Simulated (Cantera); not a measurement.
A Cantera script and its output.

```python
import numpy as np
import cantera as ct

gas = ct.Solution("gri30.yaml")
gas.TP = 300, 101325
flame = ct.CounterflowDiffusionFlame(gas, width=0.02)
flame.fuel_inlet.X, flame.fuel_inlet.T = {'CO': 1, 'H2': 0.061}, 450
flame.oxidizer_inlet.X, flame.oxidizer_inlet.T = {'O2': 0.23, 'N2': 0.77}, 775
flame.set_refine_criteria(ratio=3, slope=0.12, curve=0.24, prune=0.03)
show = ['OH', 'H', 'NO', 'CO']

rows = []
print(f"{'mdot':>8s}{'a_max':>10s}{'a_mean':>10s}{'Tmax/K':>9s}" + "".join(f"{s:>11s}" for s in show) + "   (peak mole fractions)")
for i, mdot in enumerate([0.61, 0.81, 1.1, 1.4, 1.9, 2.6, 3.4, 4.6]):  # kg/m2/s on the oxidiser side
    flame.oxidizer_inlet.mdot, flame.fuel_inlet.mdot = mdot, 1.2 * mdot
    flame.solve(loglevel=0, auto=(i == 0))
    if flame.T.max() < max(450, 775) + 100:
        print(f"{mdot:8.3g}  no burning solution found from the previous one")
        break
    dT = np.abs(np.gradient(flame.T, flame.grid))
    rows.append([flame.strain_rate("max"), flame.strain_rate("mean"), flame.T.max(),
                 *(flame.X[gas.species_index(s)].max() for s in show), max(dT[0], dT[-1]) / dT.max()])
    print(f"{mdot:8.3g}{rows[-1][0]:10.1f}{rows[-1][1]:10.1f}{rows[-1][2]:9.1f}" + "".join(f"{x:11.3e}" for x in rows[-1][3:-1]))
```

Result:

```
    mdot     a_max    a_mean   Tmax/K         OH          H         NO         CO   (peak mole fractions)
    0.61     385.1     118.0   2178.0  6.692e-03  8.606e-03  2.375e-04  9.454e-01
    0.81     502.5     156.7   2131.2  6.606e-03  9.613e-03  1.723e-04  9.455e-01
     1.1     670.6     212.8   2079.4  6.477e-03  1.075e-02  1.269e-04  9.453e-01
     1.4     842.4     270.9   2038.5  6.291e-03  1.168e-02  1.029e-04  9.451e-01
     1.9    1126.0     367.6   1984.6  6.070e-03  1.292e-02  8.167e-05  9.450e-01
     2.6    1518.8     503.0   1928.4  5.773e-03  1.420e-02  6.624e-05  9.450e-01
     3.4    1962.0     657.8   1879.4  5.477e-03  1.523e-02  5.597e-05  9.449e-01
     4.6    2614.3     889.9   1820.1  5.073e-03  1.626e-02  4.595e-05  9.448e-01
```

Detailed kinetics in Cantera: GRI-Mech 3.0 (53 species, 325 reactions). The maximum strain rate includes the flame's own expansion and is several times the mean.
